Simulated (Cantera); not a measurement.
Input: 1 mol Si2Cl6, 0.48 mol Cl2, 110 mol H2, equilibrated at 1050 °C and 26.3 Torr.

Cantera equilibrium calculation (NASA polynomials, part measured and part estimated; ideal gas, pure solids and liquids). Candidate condensed phases: Si; 19 gas species. The feed counts by its element totals alone. The tables' values for SiCl3 are old estimates; treat these amounts as uncertain. Equilibrium is a limit: real reactors are often held back by kinetics, nucleation or transport.

Base state: H2 0.947, HCl 0.0460, SiCl2 0.00612, SiCl3 0.000494, SiHCl3 0.000228, SiCl4 0.000218, SiH2Cl2 3.40e-5 (mole fractions); condensed: Si(s).

Problem. What changes in the equilibrium state with this change: pressure from 26.3 Torr to 750 Torr?

Solution. 
| species | before | after |
|---|---|---|
| H2 | 0.947 | 0.956 |
| HCl | 0.0460 | 0.0345 |
| SiCl2 | 0.00612 | 0.00341 |
| SiH3Cl | 1.44e-6 | 3.11e-5 |
| SiH2Cl2 | 3.40e-5 | 0.000547 |
| Si(s), mol | 1.20 | 0.900 |
